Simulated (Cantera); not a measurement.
Input: 1 mol Si, 0.45 mol N2O, 12 mol H2, held at 1900 °C and 1000 Pa.

Method: chemical equilibrium by Gibbs-energy minimisation in Cantera with the NASA 1993 tables (ideal gas, pure condensed phases). Candidate condensed phases: H2O, Si, SiO2, Si2N2O, Si3N4; 35 gas species. The tables' values for SiN are old estimates; treat these amounts as uncertain. Gases not in the tables: Si2H6 and higher silanes. Equilibrium is a limit: real reactors are often held back by kinetics, nucleation or transport.

Base state: H2 0.859, H 0.0447, SiO 0.0331, N2 0.0330, Si 0.0283, SiH 0.00122, Si2 0.000429, SiH2 0.000225 (mole fractions); condensed: Si(l).

Q: What changes in the equilibrium state with this change: pressure from 1000 Pa to 28.0 Pa?

A: 
```tsv
species	before	after
H2	0.859	0.669
H	0.0447	0.236
Si	0.0283	0.0358
SiO	0.0331	0.0295
N2	0.0330	0.0295
Si3	8.49e-5	1.35e-7
Si2N	0.000103	7.33e-7
SiH2	0.000225	6.22e-6
Si2	0.000429	1.92e-5
SiH	0.00122	0.000229
Si(l), mol	0.126	0
```
